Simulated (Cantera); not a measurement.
Feed: 1 mol Si3N4, 6.5 mol H2O, 1.1 mol H2, 3.2 mol HF, at 1450 °C and 0.0280 bar.

Cantera equilibrium calculation (NASA polynomials, part measured and part estimated; ideal gas, pure solids and liquids). Candidate condensed phases: H2O, Si, SiO2, Si2N2O, Si3N4; 58 gas species. The tables' values for SiF3 are old estimates; treat these amounts as uncertain. The tables hold silica as quartz up to 1696 K and as liquid above; real silica turns to tridymite and cristobalite and melts near 1996 K. Equilibrium is a limit: real reactors are often held back by kinetics, nucleation or transport.

Base state: H2 0.554, HF 0.246, N2 0.156, H2O 0.0416, SiF4 0.00108, H 0.000812, SiO 0.000217, SiF3 8.35e-5 (mole fractions); condensed: SiO2(condensed).

Task: What changes in the equilibrium state with this change: H2 from 1.1 to 13 mol?

Result: 
```csv
species,before,after
H2,0.554,0.768
HF,0.246,0.128
N2,0.156,0.0809
H2O,0.0416,0.0215
SiO,0.000217,0.000581
SiF4,0.00108,0.000299
SiF3,8.35e-5,5.22e-5
H,0.000812,0.000956
"SiO2(condensed), mol",2.98,2.98
```
